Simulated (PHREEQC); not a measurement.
**Metal-bearing waste water: speciation**

Solution (25 °C): 0.034 mol/kgw Al2(SO4)3, 0.00041 mol/kgw H2SO4 and 0.0015 mol/kgw Na2SO4. Closed to the air; pH follows from the charge balance.

Model: ion-association model, phreeqc.dat, run in PHREEQC.

This is a speciation only: nothing precipitates in the calculation.

Q: Predict the pH, ionic strength.

A: pH 3.44; ionic strength 0.120 mol/kgw.

Q: In which forms is S present?

A: AlSO4+ 45 %, Al(SO4)2- 28 %, SO4-2 27 % of the S.
